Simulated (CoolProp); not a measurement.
A closed Brayton cycle with carbon dioxide: compressor inlet 324.15 K and 9.5 MPa, high pressure 18.1 MPa, turbine inlet 940 K, compressor efficiency 0.85, turbine efficiency 0.85, recuperator effectiveness 0 (on enthalpy, no pinch check). Each further row changes one setting.

The numbers come from the reference Helmholtz-energy equation of state, Span 1996 in CoolProp.

```csv
case,thermal efficiency (%),net work (kJ/kg),compressor to turbine work,compressor exit (K),turbine exit (K)
as stated,9.1,68.6,0.28,369.9,859.5
turbine inlet 890 K,?,?,0.29,369.9,812.3
compressor inlet 334.15 K,8.8,?,0.33,387.2,859.5
high pressure 15.4 MPa,7.0,53.0,0.26,?,879.3
recuperator effectiveness 0.5,14.9,68.6,0.28,369.9,859.5
```

### Question
What belongs in the gaps?

### Answer

- turbine inlet 890 K, thermal efficiency (%): 9.2
- turbine inlet 890 K, net work (kJ/kg): 63.2
- compressor inlet 334.15 K, net work (kJ/kg): 63.1
- high pressure 15.4 MPa, compressor exit (K): 358.3
